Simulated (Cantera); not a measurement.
An isothermal, constant-pressure homogeneous reactor starts with N2O : H2 : N2 = 1 : 0.0026 : 0.86 (molar parts), at 1075 K and 308 Torr.

Model: GRI-Mech 3.0 (53 species, 325 reactions), integrated in Cantera. GRI-Mech 3.0 was tuned for natural gas; its chemistry of N2O as a main component is partial and can be far from experiment. The mechanism lacks the step 2 NO + O2 → 2 NO2, which can matter for NO2 below about 1400 K. The temperature is held fixed by assumption; the heat of reaction is taken as removed at once.

**Question.** Predict: x(N2O) at 3.00 s; x(O2) at 3.00 s; x(HO2) at 3.00 s; x(NO) at 3.00 s; x(NO2) at 3.00 s; x(H2O) at 3.00 s.

**Answer.** 
| Quantity | Value |
|---|---|
| x(N2O) at 3.00 s | 0.501 (gas-phase equilibrium 3.33e-9) |
| x(O2) at 3.00 s | 0.0127 (gas-phase equilibrium 0.211) |
| x(HO2) at 3.00 s | 1.76e-8 (gas-phase equilibrium 2.40e-10) |
| x(NO) at 3.00 s | 0.00149 (gas-phase equilibrium 6.79e-5) |
| x(NO2) at 3.00 s | 6.04e-5 (gas-phase equilibrium 1.44e-6) |
| x(H2O) at 3.00 s | 0.00138 (gas-phase equilibrium 0.00110) |
